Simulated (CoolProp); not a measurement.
The numbers come from the reference Helmholtz-energy equation of state, Akasaka 2022 in CoolProp.

Problem. Give the vapour pressure (MPa), liquid density (kg/m³), enthalpy of vaporisation (kJ/kg), liquid cp (kJ/(kg K)) of saturated R1233zd(E) at 29.85, 96.75, 130.15 °C.

Solution. 
| T (°C) | p (MPa) | liquid density (kg/m³) | enthalpy of vaporisation (kJ/kg) | liquid cp (kJ/(kg K)) |
|---|---|---|---|---|
| 29.85 | 0.154 | 1250 | 188 | 1.20 |
| 96.75 | 0.972 | 1060 | 145 | 1.39 |
| 130.15 | 1.92 | 926 | 111 | 1.64 |
